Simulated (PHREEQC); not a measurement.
A solution holds 0.087 mol/kgw Al2(SO4)3, 0.045 mol/kgw MgBr2 and 0.00072 mol/kgw CaBr2, at 20 °C. Closed to the air; pH follows from the charge balance.

Equilibrium calculation in PHREEQC: ion-association model, phreeqc.dat.

```tsv
quantity	before	after
pH	3.82	3.90
ionic strength (mol/kgw)	0.376	0.258
```

**Question.** Which change was made?
A. Al2(SO4)3 left out
B. CaBr2 replaced by SrBr2 at the same molality
C. MgBr2 left out
D. Al2(SO4)3 from 0.087 to 0.0087 mol/kgw

**Answer.** C, MgBr2 left out

No solid was allowed to form. Some of these states are supersaturated (in Gibbsite (slow to form), for instance).
